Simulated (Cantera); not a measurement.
# Silicon oxide and oxynitride deposition: SiH₄ + O₃ + H₂

Charge: 1 mol SiH₄, 0.26 mol O₃, 28 mol H₂, held at 1550 K.

These are equilibrium values from Cantera (NASA tables, ideal gas, pure condensed phases), not measurements of a reactor. Candidate condensed phases: H₂O, Si, SiO₂; 18 gas species. Mutual solubility and eutectic melting of coexisting phases are not modelled. The tables hold silica as quartz up to 1696 K and as liquid above; real silica turns to tridymite and cristobalite and melts near 1996 K. Rates play no part.

```csv
P (Pa),log p H₂,log p SiO,log p H,log p Si,log p SiH,log p H₂O,n Si(s),n SiO₂(β-quartz)
5,-4.31,-5.90,-6.66,-7.48,-9.22,-12.56,0.199,0
15,-3.84,-5.42,-6.42,-7.48,-8.98,-11.61,0.213,0
45,-3.36,-4.94,-6.18,-7.48,-8.74,-10.65,0.218,0
140,-2.87,-4.45,-5.93,-7.48,-8.49,-9.67,0.219,0
410,-2.40,-3.98,-5.70,-7.48,-8.26,-8.73,0.220,0
1200,-1.93,-3.52,-5.47,-7.48,-8.03,-7.80,0.220,0
3700,-1.44,-3.03,-5.22,-7.48,-7.78,-6.82,0.220,0
11000,-0.96,-2.90,-4.98,-7.48,-7.54,-6.22,0.438,0.218
33000,-0.48,-2.90,-4.74,-7.48,-7.30,-5.74,0.553,0.333
100000,0.00,-2.90,-4.50,-7.48,-7.06,-5.26,0.591,0.371
```
log p: log10 of the partial pressure in bar; n: condensed amount in mol.

From 5.00 Pa to 37.0 mbar the condensed part is Si(s). From 0.110 bar to 1.00 bar the condensed part is Si(s) + SiO₂(β-quartz). The main Si-bearing gas is SiO throughout. The share of Si in condensed phases is highest at 1.00 bar (96.2 %) and lowest at 5.00 Pa (19.9 %).
